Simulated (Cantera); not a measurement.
Charge: 1 mol HCl, 0.039 mol H₂O, 0.85 mol O₂, equilibrated at 1977 °C and 7.50 Torr.

These are equilibrium values from Cantera (NASA tables, ideal gas, pure condensed phases), not measurements of a reactor. Candidate condensed phases: H₂O; 14 gas species. The numbers say what is thermodynamically allowed, not how fast it happens.

Base state: O₂ 0.340, HCl 0.249, Cl 0.237, H₂O 0.121, OH 0.0238, O 0.0215, H 0.00420, H₂ 0.00320 (mole fractions); condensed: gas only.

Problem. What changes in the equilibrium state with this change: pressure from 7.50 Torr to 100 Torr?

Solution. 
| species | before | after |
|---|---|---|
| O₂ | 0.340 | 0.376 |
| HCl | 0.249 | 0.322 |
| Cl | 0.237 | 0.177 |
| O | 0.0215 | 0.00620 |
| OH | 0.0238 | 0.0118 |
| H₂O | 0.121 | 0.103 |
| H | 0.00420 | 0.000543 |
| Cl₂ | 0.000188 | 0.00141 |
| HOCl | 7.08e-6 | 3.51e-5 |
| H₂ | 0.00320 | 0.000713 |
